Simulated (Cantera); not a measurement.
An isothermal, constant-pressure homogeneous reactor starts with CH4 : H2O = 1 : 0.99 (molar parts), at 1975 K and 4.80 bar.

Model: GRI-Mech 3.0 (53 species, 325 reactions), integrated in Cantera.

x: mole fraction; the columns are a selection and need not sum to one.

| t (s) | x CH4 | x H2O | x H2 | x OH | x C2H2 | x CO2 | x H |
|---|---|---|---|---|---|---|---|
| 1.00e-5 | 0.424 | 0.481 | 0.0583 | 5.06e-5 | 0.00428 | 7.11e-7 | 0.000116 |
| 5.01e-5 | 0.241 | 0.413 | 0.252 | 3.82e-5 | 0.0694 | 4.38e-5 | 0.000264 |
| 0.000251 | 0.0956 | 0.348 | 0.415 | 3.00e-5 | 0.124 | 0.000591 | 0.000382 |
| 0.00126 | … | … | … | … | 0.124 | … | 0.000461 |
| 0.00632 | 0.0224 | 0.173 | 0.604 | 1.35e-5 | 0.0785 | 0.00710 | 0.000497 |
| 0.0317 | 0.0120 | 0.0685 | 0.690 | 4.95e-6 | 0.0309 | 0.00428 | 0.000525 |
| 0.159 | 0.00535 | 0.0183 | 0.732 | 1.28e-6 | 0.00817 | 0.00131 | 0.000539 |
| 0.796 | 0.00241 | 0.00349 | 0.745 | 2.42e-7 | 0.00186 | 0.000257 | 0.000543 |
| 3.99 | 0.00144 | 0.000311 | 0.748 | 2.15e-8 | 0.000678 | 2.30e-5 | 0.000544 |
| 20.0 | 0.00136 | … | 0.748 | … | … | … | 0.000544 |

Question: Complete the blanks.

Answer: 
- 0.00126, x CH4: 0.0352
- 0.00126, x H2O: 0.282
- 0.00126, x H2: 0.512
- 0.00126, x OH: 2.39e-5
- 0.00126, x CO2: 0.00393
- 20.0, x H2O: 9.66e-5
- 20.0, x OH: 6.69e-9
- 20.0, x C2H2: 0.000605
- 20.0, x CO2: 7.16e-6
